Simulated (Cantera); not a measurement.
A freely propagating, adiabatic, planar premixed flame of 38.0 % H₂, 17.3 % O₂, 44.8 % N₂, equivalence ratio 1.1, unburnt at 348 K and 0.276 atm; mixture-averaged transport, grid criteria slope 0.08 and curve 0.16, no radiation.

Computed with Cantera and the H2/O2 subset of GRI-Mech 3.0, which has no nitrogen chemistry. Burning velocities carry a grid error of a few per cent, more on coarse grids.

Task: Predict: laminar burning velocity; thermal thickness; peak x(H); peak x(HO₂); peak x(OH); peak x(O).

Result: 
| Quantity | Value |
|---|---|
| laminar burning velocity | 394 cm/s |
| thermal thickness | 1.85 mm |
| peak x(H) | 0.0988 |
| peak x(HO₂) | 0.000262 |
| peak x(OH) | 0.0244 |
| peak x(O) | 0.0165 |
